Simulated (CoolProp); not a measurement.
Nitrogen at 457.57 K and 12.4 MPa is throttled through a valve to 2.28 MPa with no heat exchange. Each further row changes one setting.

Computed with CoolProp (reference Helmholtz-energy equation of state, Span 2000).

| case | temperature change (K) | final density (kg/m³) |
|---|---|---|
| as stated | -4.2 | 16.8 |
| outlet pressure 0.684 MPa | -5.1 | 5.08 |
| outlet pressure 2.96 MPa | -3.8 | 21.7 |
